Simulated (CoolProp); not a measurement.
200 sccm (0 °C, 1 atm) of nitrogen bubbles through liquid ethylbenzene at 372.5 K and leaves saturated at a total pressure of 0.15 MPa (ideal gas phase). Each further row changes one setting.

Values from CoolProp's reference Helmholtz-energy equation of state, Zhou 2012.

```
case                      vapour pressure (kPa)  mole fraction of vapour  delivery (mg/min)  delivery (sccm)  change of delivery for a bath 1 K warmer (%)
------------------------  ---------------------  -----------------------  -----------------  ---------------  --------------------------------------------
as stated                                  33.5                    0.224                273       (withheld)                                    (withheld)
bath temperature 377.5 K                   39.6               (withheld)         (withheld)       (withheld)                                           4.5
total pressure 0.3 MPa                     33.5                    0.112         (withheld)             25.2                                    (withheld)
```

**Question.** What belongs in the gaps?

**Answer.** 
- as stated, delivery (sccm): 57.6
- as stated, change of delivery for a bath 1 K warmer (%): 4.4
- bath temperature 377.5 K, mole fraction of vapour: 0.264
- bath temperature 377.5 K, delivery (mg/min): 339
- bath temperature 377.5 K, delivery (sccm): 71.7
- total pressure 0.3 MPa, delivery (mg/min): 119
- total pressure 0.3 MPa, change of delivery for a bath 1 K warmer (%): 3.8
